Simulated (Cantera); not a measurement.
A freely propagating, adiabatic, planar premixed flame of 21.5 % H2, 13.8 % O2, 64.7 % N2, equivalence ratio 0.78, unburnt at 475 K and 0.870 bar; unity-Lewis-number transport, grid criteria slope 0.08 and curve 0.16, no radiation.

Detailed kinetics in Cantera: the H2/O2 subset of GRI-Mech 3.0, which has no nitrogen chemistry. Unity Lewis numbers drop preferential diffusion, which matters most where H2 and H carry the flame. Burning velocities carry a grid error of a few per cent, more on coarse grids.

Q: Predict: laminar burning velocity; thermal thickness; peak x(H2O2); peak x(HO2); peak x(OH); peak x(H).

A: 
```json
{
 "laminar_burning_velocity": "215 cm/s",
 "thermal_thickness": "0.395 mm",
 "peak x(H2O2)": "1.30e-5",
 "peak x(HO2)": "0.000220",
 "peak x(OH)": "0.0106",
 "peak x(H)": "0.0326"
}
```
